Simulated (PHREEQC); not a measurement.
0.042 g of hydrous ferric oxide (600 m²/g; 0.2 weak and 0.005 strong sites per Fe, Dzombak-Morel constants, diffuse double layer) in 1 kg of water with 0.05 mol/kgw of an inert sodium salt and 2.4e-07 mol ZnSO4, at 25 °C; the pH is set by adding NaOH or the inert anion's acid. O2 is buffered at 0.21 atm. CO2 from the air is kept out. Nothing may precipitate in this run.

The series has 17 steps of pH, from 3 to 9.

Computed with PHREEQC (ion-association model, wateq4f.dat).

### Question
Near which pH is half of the S sorbed, and on which side is more sorbed?

### Answer
Near pH 5.7, with more sorbed at lower pH.

### Question
Near which pH is half of the Zn sorbed, and on which side is more sorbed?

### Answer
Near pH 6.5, with more sorbed at higher pH.

The oxide is taken as insoluble; below pH 4 it would dissolve.
